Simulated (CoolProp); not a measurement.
Vapour-liquid equilibrium of R143a (1) + R1234yf (2) at 6.65 °C; x and y are mole fractions of (1).

The numbers come from the multi-fluid Helmholtz-energy mixture model, Lemmon and Jacobsen 2000 and Lemmon 2022; pair parameters Bell 2016 in CoolProp.

**Question.** Give the bubble pressure and the first vapour's composition at x = 0.05, 0.2, 0.8. Is there an azeotrope?

**Answer.** x = 0.05: 413.7 kPa, y = 0.090; x = 0.2: 472.0 kPa, y = 0.313; x = 0.8: 687.7 kPa, y = 0.867. No azeotrope shows between x = 0.05 and 0.95.

The pair parameters rest on a limited set of measurements; away from them the model extrapolates.
